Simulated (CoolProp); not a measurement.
Vapour-liquid equilibrium of propane (1) + R152A (2) at 0.162 MPa; x and y are mole fractions of (1).

Values from CoolProp's multi-fluid Helmholtz-energy mixture model, Lemmon 2009 and Outcalt 1996; pair parameters Bell 2016.

Give the bubble temperature and the first vapour's composition at x = 0.05, 0.275, 0.65. Is there an azeotrope?

x = 0.05: -19.2 °C, y = 0.254; x = 0.275: -30.8 °C, y = 0.617; x = 0.65: -33.5 °C, y = 0.722. y crosses x between x = 0.725 and 0.8: the model has an azeotrope there.

The pair parameters rest on a limited set of measurements; away from them the model extrapolates. With so large a gap from Raoult's law the liquid may split in two, which this calculation doesn't test in full.
